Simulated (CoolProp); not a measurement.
Saturation properties of oxygen.

Values from CoolProp's reference Helmholtz-energy equation of state, Schmidt 1985.

| T (K) | p (bar) | liquid density (kg/m³) | enthalpy of vaporisation (kJ/kg) | liquid cp (kJ/(kg K)) | liquid conductivity (mW/(m K)) |
|---|---|---|---|---|---|
| 76.7 | 0.1885 | 1206 | 225.1 | 1.679 | 170 |
| 82 | 0.3923 | 1181 | 220.6 | 1.684 | 163 |
| 87.3 | 0.7411 | 1155 | 215.8 | 1.692 | 155 |
| 92.7 | 1.308 | 1129 | 210.6 | 1.707 | 147 |
| 98 | 2.140 | 1101 | 204.9 | 1.728 | 139 |
| 103.3 | 3.320 | 1073 | 198.6 | 1.756 | 132 |
| 108.6 | 4.928 | 1044 | 191.7 | 1.795 | 124 |
| 114 | 7.090 | 1012 | 183.7 | 1.847 | 116 |
| 119.3 | 9.814 | 978.4 | 174.9 | 1.916 | 108 |

It boils at 90.2 K under 1 atm.

Thermal conductivity comes from a separate model (Lemmon 2004).
